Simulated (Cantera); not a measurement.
Feed: 1 mol B, 0.45 mol HCl, at 13300 Pa.

Cantera equilibrium calculation (NASA polynomials, part measured and part estimated; ideal gas, pure solids and liquids). Candidate condensed phases: B; 13 gas species. The tables' values for BCl2 are old estimates; treat these amounts as uncertain. Gases not in the tables: BHCl2. Kinetics and transport are ignored. All values below are at 1148 K.

Base state: H2 0.498, BCl3 0.332, HCl 0.170, BCl2 2.34e-5 (mole fractions); condensed: B(s).

Question: What changes in the equilibrium state with this change: B replaced by Fe2O3?

Answer: 
```
species        before     after
-------------  ------  --------
HCl             0.170     0.886
H2O                 0    0.0634
FeCl3               0    0.0261
H2              0.498   5.78e-8
BCl3            0.332         0
FeCl2               0    0.0162
Cl2             <1e-9   0.00753
O2                  0  0.000152
Fe2Cl4              0   4.40e-5
B(s), mol       0.872         0
Fe2O3(s), mol       0     0.991
```
Further candidate phases: Fe, FeCl2, FeCl3, FeO, Fe(OH)2, Fe(OH)3, Fe2O3, Fe3O4, H2O.
